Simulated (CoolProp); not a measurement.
Vapour-liquid equilibrium of o-xylene (1) + n-decane (2) at 525 K; x and y are mole fractions of (1).

The numbers come from the multi-fluid Helmholtz-energy mixture model, Zhou 2012 and Lemmon 2006; pair parameters Bell 2016 in CoolProp.

Task: Give the bubble pressure and the first vapour's composition at x = 0.25, 0.35, 0.55. Is there an azeotrope?

Result: x = 0.25: 0.6097 MPa, y = 0.336; x = 0.35: 0.6472 MPa, y = 0.451; x = 0.55: 0.7245 MPa, y = 0.652. No azeotrope shows between x = 0.05 and 0.95.

The pair parameters rest on a limited set of measurements; away from them the model extrapolates.
